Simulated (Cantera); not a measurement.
A Cantera script and its output.

```python
import numpy as np
import cantera as ct

gas = ct.Solution("h2o2.yaml")
gas.TPX = 425, 34000, {'H2': 1, 'O2': 0.25, 'N2': 0.94}
flame = ct.FreeFlame(gas, width=0.085)
flame.set_refine_criteria(ratio=3, slope=0.08, curve=0.16)
flame.transport_model = "mixture-averaged"
flame.solve(loglevel=0, auto=True)
z, T = flame.grid, flame.T
thick = (T[-1] - T[0]) / np.gradient(T, z).max()
show = ['H2', 'O2', 'OH', 'HO2', 'O', 'H2O2']
print(f"laminar burning velocity  {flame.velocity[0] * 100:.3f} cm/s")
print(f"burnt temperature         {T[-1]:.1f} K")
print(f"thermal thickness         {thick * 1e3:.4f} mm")
print(f"grid points               {len(z)}")
z0 = z[flame.heat_release_rate.argmax()]
print(f"{'z/mm':>9s}{'T/K':>9s}{'u/(m/s)':>9s}" + "".join(f"{s:>11s}" for s in show))
rows = []
for k in (-3, -2, -1.5, -1, -0.5, -0.25, 0, 0.25, 0.5, 1, 2, 4, 8):
    zz = z0 + k * thick
    rows.append([k * thick, np.interp(zz, z, T), np.interp(zz, z, flame.velocity),
                 *(np.interp(zz, z, flame.X[gas.species_index(s)]) for s in show)])
    print(f"{rows[-1][0] * 1e3:9.3f}{rows[-1][1]:9.1f}{rows[-1][2]:9.3f}" + "".join(f"{x:11.3e}" for x in rows[-1][3:]))
```

Output:

```
laminar burning velocity  458.025 cm/s
burnt temperature         2139.6 K
thermal thickness         1.6242 mm
grid points               140
     z/mm      T/K  u/(m/s)         H2         O2         OH        HO2          O       H2O2
   -4.873    425.0    4.580  4.566e-01  1.142e-01  5.373e-18  1.590e-14  6.324e-16 -7.197e-18
   -3.248    425.0    4.580  4.566e-01  1.142e-01  8.509e-16  3.050e-12  1.002e-13  9.042e-15
   -2.436    425.0    4.580  4.566e-01  1.142e-01  2.229e-14  1.008e-10  2.623e-12  3.092e-13
   -1.624    425.0    4.580  4.566e-01  1.142e-01  9.342e-12  4.884e-08  6.229e-10  1.899e-10
   -0.812    439.5    4.721  4.542e-01  1.143e-01  4.377e-05  1.409e-04  4.908e-06  4.756e-06
   -0.406    678.7    7.128  4.223e-01  1.082e-01  5.640e-04  8.702e-05  1.878e-04  1.514e-05
    0.000   1094.1   11.160  3.134e-01  7.058e-02  1.563e-03  2.924e-05  3.006e-03  6.303e-07
    0.406   1360.6   13.781  2.151e-01  1.429e-02  2.983e-03  5.652e-06  3.170e-03  3.979e-07
    0.812   1465.2   14.766  1.992e-01  2.170e-03  3.161e-03  8.104e-07  1.641e-03  2.682e-07
    1.624   1568.9   15.701  2.051e-01  7.160e-04  3.629e-03  2.514e-07  1.304e-03  2.167e-07
    3.248   1682.5   16.698  2.149e-01  5.386e-04  3.964e-03  1.777e-07  1.064e-03  1.478e-07
    6.497   1798.2   17.689  2.248e-01  3.620e-04  3.938e-03  1.179e-07  7.485e-04  8.417e-08
   12.994   1904.1   18.574  2.338e-01  2.081e-04  3.495e-03  7.170e-08  4.472e-04  4.326e-08
```

Computed with Cantera and the H2/O2 subset of GRI-Mech 3.0, which has no nitrogen chemistry. Burning velocities carry a grid error of a few per cent, more on coarse grids.
